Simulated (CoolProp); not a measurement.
R115 along the isotherm 186.9 K: density (kg/m³) from the reference equation and from simpler models built on Tc = 353.1 K, pc = 3129 kPa, ω = 0.248; each cubic takes its own stable root.

Values from CoolProp's reference Helmholtz-energy equation of state, Lemmon 2016.

```tsv
p (kPa)	phase	reference	Redlich-Kwong	Soave-Redlich-Kwong	Peng-Robinson
49.5	liquid	1703	1573	1609	1811
74.6	liquid	1703	1573	1609	1811
113	liquid	1703	1573	1609	1811
170	liquid	1703	1573	1609	1812
256	liquid	1703	1574	1609	1812
387	liquid	1704	1574	1610	1812
583	liquid	1704	1575	1610	1813
880	liquid	1705	1576	1611	1814
1330	liquid	1706	1578	1612	1815
2000	liquid	1707	1581	1614	1817
3020	liquid	1709	1584	1617	1819
4560	liquid	1713	1590	1622	1823
6870	liquid	1717	1598	1628	1829
10400	liquid	1724	1609	1636	1837
15600	liquid	1734	1623	1648	1848
```
